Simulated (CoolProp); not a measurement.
Vapour-liquid equilibrium of R125 (1) + propylene (2) at 958 kPa; x and y are mole fractions of (1).

Computed with CoolProp (multi-fluid Helmholtz-energy mixture model, Lemmon 2005 and Lemmon 2013; pair parameters Bell 2016).

```json
[
 {"x": "0.05", "bubble temperature, mixture model (°C)": "14.8", "bubble temperature, Raoult's law (°C)": "17.4", "y, mixture model": "(withheld)", "y, Raoult's law": "0.058"},
 {"x": "0.125", "bubble temperature, mixture model (°C)": "11.7", "bubble temperature, Raoult's law (°C)": "16.9", "y, mixture model": "0.222", "y, Raoult's law": "0.144"},
 {"x": "0.2", "bubble temperature, mixture model (°C)": "9.6", "bubble temperature, Raoult's law (°C)": "16.4", "y, mixture model": "0.308", "y, Raoult's law": "0.228"},
 {"x": "0.275", "bubble temperature, mixture model (°C)": "8.2", "bubble temperature, Raoult's law (°C)": "15.9", "y, mixture model": "0.375", "y, Raoult's law": "0.309"},
 {"x": "0.35", "bubble temperature, mixture model (°C)": "7.2", "bubble temperature, Raoult's law (°C)": "15.4", "y, mixture model": "0.431", "y, Raoult's law": "0.388"},
 {"x": "0.425", "bubble temperature, mixture model (°C)": "6.6", "bubble temperature, Raoult's law (°C)": "15.0", "y, mixture model": "0.480", "y, Raoult's law": "0.465"},
 {"x": "0.5", "bubble temperature, mixture model (°C)": "6.3", "bubble temperature, Raoult's law (°C)": "14.5", "y, mixture model": "0.527", "y, Raoult's law": "0.540"},
 {"x": "0.575", "bubble temperature, mixture model (°C)": "6.2", "bubble temperature, Raoult's law (°C)": "14.1", "y, mixture model": "(withheld)", "y, Raoult's law": "0.614"},
 {"x": "0.65", "bubble temperature, mixture model (°C)": "6.3", "bubble temperature, Raoult's law (°C)": "13.7", "y, mixture model": "0.623", "y, Raoult's law": "0.686"},
 {"x": "0.725", "bubble temperature, mixture model (°C)": "6.7", "bubble temperature, Raoult's law (°C)": "13.3", "y, mixture model": "(withheld)", "y, Raoult's law": "0.756"},
 {"x": "0.8", "bubble temperature, mixture model (°C)": "7.4", "bubble temperature, Raoult's law (°C)": "12.9", "y, mixture model": "0.743", "y, Raoult's law": "0.824"},
 {"x": "0.875", "bubble temperature, mixture model (°C)": "8.6", "bubble temperature, Raoult's law (°C)": "12.5", "y, mixture model": "0.822", "y, Raoult's law": "0.891"},
 {"x": "0.95", "bubble temperature, mixture model (°C)": "10.3", "bubble temperature, Raoult's law (°C)": "12.1", "y, mixture model": "0.920", "y, Raoult's law": "0.957"}
]
```

Task: Fill in the missing entries.

Result: 
- 0.05, y, mixture model: 0.105
- 0.575, y, mixture model: 0.574
- 0.725, y, mixture model: 0.679

The largest gap from Raoult's law is -8.4 K in bubble temperature, at x = 0.425. y crosses x between x = 0.5 and 0.575: the model has an azeotrope there.

The pair parameters rest on a limited set of measurements; away from them the model extrapolates.
